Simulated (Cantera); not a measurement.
A closed system holds: 1 mol B₂O₃, 8.3 mol N₂, held at 130 Pa.

Equilibrium computed with Cantera from the NASA thermochemical tables; the gas is ideal and each condensed phase is pure. Candidate condensed phases: B, BN, B₂O₃; 17 gas species. Equilibrium is a limit: real reactors are often held back by kinetics, nucleation or transport.

x: gas mole fraction; n: condensed amount in mol.

| T (K) | x N₂ | x B₂O₃ | x BO₂ | x BO | x B₂O₂ | n B₂O₃(l) |
|---|---|---|---|---|---|---|
| 1223 | 1.000 | 1.48e-5 | 1.69e-9 | 1.31e-9 | 2.68e-10 | 1.000 |
| 1273 | 1.000 | 6.68e-5 | 1.06e-8 | 7.94e-9 | 1.73e-9 | 0.999 |
| 1323 | 1.000 | 0.000267 | 5.75e-8 | 4.16e-8 | 9.61e-9 | 0.998 |
| 1373 | 0.999 | 0.000963 | 2.75e-7 | 1.93e-7 | 4.70e-8 | 0.992 |
| 1423 | 0.997 | [?] | [?] | [?] | [?] | 0.974 |
| 1473 | 0.990 | 0.00950 | 4.54e-6 | 3.03e-6 | 8.13e-7 | 0.920 |
| 1523 | 0.973 | 0.0265 | 1.60e-5 | 1.05e-5 | 2.93e-6 | 0.774 |
| 1573 | 0.931 | [?] | [?] | [?] | [?] | [?] |
| 1623 | 0.892 | 0.107 | 0.000120 | 8.13e-5 | 2.03e-5 | 0 |

**Question.** Some entries are withheld; supply them.

**Answer.** 
- 1573, x B₂O₃: 0.0691
- 1573, x BO₂: 5.18e-5
- 1573, x BO: 3.33e-5
- 1573, x B₂O₂: 9.70e-6
- 1573, n B₂O₃(l): 0.384
- 1423, x B₂O₃: 0.00316
- 1423, x BO₂: 1.18e-6
- 1423, x BO: 8.04e-7
- 1423, x B₂O₂: 2.06e-7
